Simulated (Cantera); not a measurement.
Cu + HF + N₂ (aluminium and copper etching)

Feed: 1 mol Cu, 3.4 mol HF, 2.1 mol N₂, equilibrated at 0.133 bar.

Cantera equilibrium calculation (NASA polynomials, part measured and part estimated; ideal gas, pure solids and liquids). Candidate condensed phases: Cu, CuF₂; 25 gas species. Rates play no part.

From 600 °C to 1050 °C the condensed part is Cu(s). From 1100 °C to 1250 °C the condensed part is Cu(l). The main Cu-bearing gas is CuF throughout.

```
T (°C)   x HF   x N₂     x CuF      x H₂      x Cu   x H₂F₂       x H  n Cu(s)  n Cu(l)
------  -----  -----  --------  --------  --------  -------  --------  -------  -------
600     0.618  0.382   5.69e-8   3.04e-8    <1e-12  3.35e-6    <1e-12     1.00        0
650     0.618  0.382   2.06e-7   1.07e-7  4.11e-12  2.69e-6    <1e-12    1.000        0
700     0.618  0.382   6.52e-7   3.35e-7  3.84e-11  2.21e-6  1.71e-12    1.000        0
750     0.618  0.382   1.84e-6   9.34e-7  2.88e-10  1.85e-6  1.10e-11    1.000        0
800     0.618  0.382   4.68e-6   2.37e-6   1.79e-9  1.58e-6  5.91e-11    1.000        0
850     0.618  0.382   1.10e-5   5.54e-6   9.40e-9  1.37e-6  2.75e-10    1.000        0
900     0.618  0.382   2.39e-5   1.20e-5   4.28e-8  1.21e-6   1.12e-9    1.000        0
950     0.618  0.382   4.88e-5   2.45e-5   1.72e-7  1.07e-6   4.08e-9    1.000        0
1000    0.618  0.382   9.39e-5   4.71e-5   6.18e-7  9.63e-7   1.34e-8    0.999        0
1050    0.618  0.382  0.000172   8.62e-5   2.01e-6  8.72e-7   4.03e-8    0.999        0
1100    0.618  0.382  0.000298  0.000150   5.93e-6  7.96e-7   1.12e-7        0    0.998
1150    0.618  0.382  0.000488  0.000244   1.57e-5  7.32e-7   2.84e-7        0    0.997
1200    0.617  0.382  0.000771  0.000386   3.88e-5  6.78e-7   6.81e-7        0    0.996
1250    0.617  0.382   0.00118  0.000591   9.03e-5  6.30e-7   1.54e-6        0    0.993
```
x: gas mole fraction; n: condensed amount in mol.
